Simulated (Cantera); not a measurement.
Cantera run:

```python
import numpy as np
import cantera as ct

gas_names = """
    O2 SiO ZrO2 NbO2
""".split()
cond_names = """
    Si(cr) Si(L) Zr(a) Zr(b) Zr(L) Nb(cr) Nb(L) NbO2(I) NbO2(II) NbO2(III) NbO2(L) V(cr) V(L) V2O5(s)
    V2O5(L)
""".split()


# ... load() reads the species with a 1 bar reference pressure and builds the phases ...
species = {s.name: s for s in load("nasa_gas.yaml", gas_names) + load("nasa_condensed.yaml", cond_names)}
# Each term lists the table entries of one substance; the one whose range holds T is used.
reactions = {
    '2 Si + O2(g) = 2 SiO(g)':
        [(-2, ['Si(cr)', 'Si(L)']), (-1, ['O2']), (2, ['SiO'])],
    'Zr + O2(g) = ZrO2(g)':
        [(-1, ['Zr(a)', 'Zr(b)', 'Zr(L)']), (-1, ['O2']), (1, ['ZrO2'])],
    'Nb + O2(g) = NbO2':
        [(-1, ['Nb(cr)', 'Nb(L)']), (-1, ['O2']), (1, ['NbO2(I)', 'NbO2(II)', 'NbO2(III)', 'NbO2(L)'])],
    'Nb + O2(g) = NbO2(g)':
        [(-1, ['Nb(cr)', 'Nb(L)']), (-1, ['O2']), (1, ['NbO2'])],
    '0.8 V + O2(g) = 0.4 V2O5':
        [(-0.8, ['V(cr)', 'V(L)']), (-1, ['O2']), (0.4, ['V2O5(s)', 'V2O5(L)'])],
}


def pick(names, T):
    return next(species[n] for n in names if species[n].thermo.min_temp <= T <= species[n].thermo.max_temp)


results = []
for label, terms in reactions.items():
    print(label)
    print("     T/K   dH/kJ  dS/(J/K)   dG/kJ   log10 K")
    for T in [1298, 1348, 1398, 1448, 1498, 1548]:
        used = [(nu, pick(names, T)) for nu, names in terms]
        dH = sum(nu * s.thermo.h(T) for nu, s in used) / 1e6
        dS = sum(nu * s.thermo.s(T) for nu, s in used) / 1e3
        dG = dH - T * dS / 1e3
        logK = -dG * 1e6 / (ct.gas_constant * T * np.log(10))
        results.append((label, T, dH, dS, dG, logK, [s.name for _, s in used]))
        print(f"{T:8g} {dH:8.1f} {dS:8.1f} {dG:8.1f} {logK:8.2f}")
```

Result:

```
2 Si + O2(g) = 2 SiO(g)
     T/K   dH/kJ  dS/(J/K)   dG/kJ   log10 K
    1298   -216.1    159.3   -422.9    17.02
    1348   -217.0    158.6   -430.8    16.69
    1398   -217.9    157.9   -438.7    16.39
    1448   -218.9    157.2   -446.6    16.11
    1498   -219.9    156.6   -454.4    15.85
    1548   -220.9    155.9   -462.3    15.60
Zr + O2(g) = ZrO2(g)
     T/K   dH/kJ  dS/(J/K)   dG/kJ   log10 K
    1298   -297.8     15.4   -317.8    12.79
    1348   -298.2     15.1   -318.6    12.35
    1398   -298.7     14.8   -319.3    11.93
    1448   -299.1     14.5   -320.1    11.55
    1498   -299.5     14.2   -320.8    11.19
    1548   -300.0     13.9   -321.5    10.85
Nb + O2(g) = NbO2
     T/K   dH/kJ  dS/(J/K)   dG/kJ   log10 K
    1298   -773.9   -162.1   -563.6    22.68
    1348   -773.0   -161.4   -555.5    21.52
    1398   -772.1   -160.7   -547.4    20.45
    1448   -771.3   -160.1   -539.4    19.46
    1498   -770.5   -159.6   -531.4    18.53
    1548   -769.7   -159.0   -523.4    17.66
Nb + O2(g) = NbO2(g)
     T/K   dH/kJ  dS/(J/K)   dG/kJ   log10 K
    1298   -207.2     20.5   -233.8     9.41
    1348   -207.6     20.2   -234.9     9.10
    1398   -208.1     19.9   -235.9     8.81
    1448   -208.5     19.6   -236.8     8.54
    1498   -209.0     19.2   -237.8     8.29
    1548   -209.5     18.9   -238.8     8.06
0.8 V + O2(g) = 0.4 V2O5
     T/K   dH/kJ  dS/(J/K)   dG/kJ   log10 K
    1298   -580.9   -130.6   -411.3    16.55
    1348   -580.2   -130.1   -404.8    15.69
    1398   -579.5   -129.6   -398.3    14.88
    1448   -578.9   -129.2   -391.8    14.13
    1498   -578.3   -128.8   -385.4    13.44
    1548   -577.7   -128.4   -379.0    12.79
```

Source: NASA polynomial tables (part measured, part estimated), evaluated in Cantera. Condensed species are held in their standard states even where they would react or evaporate.
